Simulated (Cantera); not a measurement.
A perfectly stirred reactor is fed with H₂ : O₂ : N₂ = 1 : 1.22 : 5.98 (molar parts), equivalence ratio 0.41, at 6.30 bar; it is adiabatic with a 300 K inlet, and is followed from long to short residence time, starting on the burning branch (τ in s: 0.15, 0.041, 0.011, 0.003, 0.00083, 0.00023, 6.2e-05, 1.7e-05, 4.6e-06).

Detailed kinetics in Cantera: GRI-Mech 3.0 (53 species, 325 reactions). The hydrogen kinetics of GRI-Mech 3.0 are dated; newer H2 mechanisms differ, most at raised pressure.

Question: Predict: blow-out, bracketed by the residence times tried; x(H₂) at τ = 0.150 s; x(O₂) at τ = 0.150 s; x(N₂O) at τ = 0.150 s; x(H₂O) at τ = 0.150 s; x(H₂O₂) at τ = 0.150 s; x(H₂) at τ = 0.830 ms; x(O₂) at τ = 0.830 ms.

Answer: 
```
Item                                                                           Value
------------------------------------------------  ----------------------------------
blow-out, bracketed by the residence times tried  burning at 41.0 ms, out at 11.0 ms
x(H₂) at τ = 0.150 s                                                        0.000813
x(O₂) at τ = 0.150 s                                                          0.0939
x(N₂O) at τ = 0.150 s                                                        1.42e-6
x(H₂O) at τ = 0.150 s                                                          0.129
x(H₂O₂) at τ = 0.150 s                                                       1.95e-6
x(H₂) at τ = 0.830 ms                                                          0.122
x(O₂) at τ = 0.830 ms                                                          0.149
```
